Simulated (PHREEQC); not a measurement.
A solution holds 17 mmol/kgw NaH2PO4 and 1.1 mmol/kgw Na2CO3, at 65 °C. Closed to the air; pH follows from the charge balance.

The numbers come from PHREEQC with the ion-association model, wateq4f.dat.

Q: The ionic strength comes out as 0.0209 mol/kgw. What activity coefficients do H2PO4-, NaHPO4-, HPO4-2, Na+, H+ get?

A: H2PO4- 0.86, NaHPO4- 0.86, HPO4-2 0.55, Na+ 0.86, H+ 0.88.

No solid was allowed to form. Complexes and solids missing from the database can't appear. H3PO4, which wateq4f.dat lacks, is added to it with the constant of phreeqc.dat. Constants without temperature data keep their 25 °C values here.
